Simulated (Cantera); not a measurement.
Mixture: CH₃OH : O₂ : N₂ = 1 : 2.31 : 8.68 (molar parts), at 0.550 bar, adiabatic and at constant pressure. Ignition delay is the time to a rise of 400 K.

Computed with Cantera and GRI-Mech 3.0 (53 species, 325 reactions). GRI-Mech 3.0 was tuned for natural gas; its chemistry of methanol as a main component is partial and can be far from experiment.

Problem. What does this change do: O2 2.31 to 1 parts?

Solution. 
```json
[
 {"quantity": "delay at 1200 K", "before": "18.1 ms", "after": "18.6 ms"},
 {"quantity": "delay at 1300 K", "before": "4.14 ms", "after": "4.25 ms"},
 {"quantity": "delay at 1400 K", "before": "1.23 ms", "after": "1.28 ms"},
 {"quantity": "delay at 1500 K", "before": "0.460 ms", "after": "0.493 ms"},
 {"quantity": "apparent activation energy between 1450 and 1550 K", "before": "170 kJ/mol", "after": "160 kJ/mol"}
]
```

Problem. What does this change do: O2 2.31 to 0.98 parts?

Solution. 
```
quantity                                                before       after
--------------------------------------------------  ----------  ----------
delay at 1200 K                                        18.1 ms     18.6 ms
delay at 1300 K                                        4.14 ms     4.26 ms
delay at 1400 K                                        1.23 ms     1.28 ms
delay at 1500 K                                       0.460 ms    0.496 ms
apparent activation energy between 1450 and 1550 K  170 kJ/mol  150 kJ/mol
```
